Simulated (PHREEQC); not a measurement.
Consider water at 25 °C and 10 atm with 1.1 mol MgSO4, 1.1 mol NaCl and 0.016 mol KCl per kg of water. Closed to the air; pH follows from the charge balance.

The numbers come from PHREEQC with the Pitzer model, pitzer.dat.

Question: The ionic strength comes out as 5.52 mol/kgw. What activity coefficients do Mg+2, SO4-2, HSO4-, Na+, MgOH+ get?

Answer: Mg+2 0.30, SO4-2 0.014, HSO4- 0.66, Na+ 0.81, MgOH+ 0.51. Single-ion values are on the MacInnes scale.

No solid was allowed to form.
